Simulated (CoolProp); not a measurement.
Vapour-liquid equilibrium of propylene (1) + n-hexane (2) at 0.778 bar; x and y are mole fractions of (1).

The numbers come from the multi-fluid Helmholtz-energy mixture model, Lemmon 2013 and Thol 2019; pair parameters Bell 2016 in CoolProp.

```tsv
x	bubble temperature (K)	y at the bubble point	dew temperature at overall composition x (K)	liquid density (mol/L)
0.05	290.0	0.822	332.1	7.852
0.15	260.0	0.966	328.8	8.560
0.25	249.2	0.984	325.2	9.116
0.35	242.7	0.991	321.2	9.673
0.45	237.9	0.994	316.7	10.27
0.55	233.7	0.996	311.5	10.91
0.65	229.9	0.998	305.3	11.62
0.75	226.6	0.999	297.5	12.39
0.85	223.6	0.999	286.5	13.24
0.95	221.0	1.000	266.2	14.17
```

No azeotrope shows between x = 0.05 and 0.95.

The pair parameters rest on a limited set of measurements; away from them the model extrapolates. The gap from Raoult's law changes sign with composition, which may be real or a fault of the pair parameters; it wasn't checked against measurements.
